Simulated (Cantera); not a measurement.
Input: 1 mol SiO2, 1.3 mol NF3, 19 mol O2, at 66.0 Torr.

Method: chemical equilibrium by Gibbs-energy minimisation in Cantera with the NASA 1993 tables (ideal gas, pure condensed phases). Candidate condensed phases: Si, SiO2, Si2N2O, Si3N4; 28 gas species. The tables hold silica as quartz up to 1696 K and as liquid above; real silica turns to tridymite and cristobalite and melts near 1996 K. Rates play no part.

Task: Which condensed phases are stable at each of these points (T (K)): 1423, 1473, 1523, 1573, 1623, 1673, 1723, 1773, 1823, 1873, 1923?

Result: 
```tsv
T (K)	condensed phases	Si condensed (%)
1423	SiO2(β-quartz)	2.5
1473	SiO2(β-quartz)	2.5
1523	SiO2(β-quartz)	2.5
1573	SiO2(β-quartz)	2.5
1623	SiO2(β-quartz)	2.5
1673	SiO2(β-quartz)	2.5
1723	SiO2(condensed)	2.5
1773	SiO2(condensed)	2.5
1823	SiO2(condensed)	2.5
1873	SiO2(condensed)	2.5
1923	SiO2(condensed)	2.5
```

From 1423 K to 1673 K the condensed part is SiO2(β-quartz). From 1723 K to 1923 K the condensed part is SiO2(condensed).
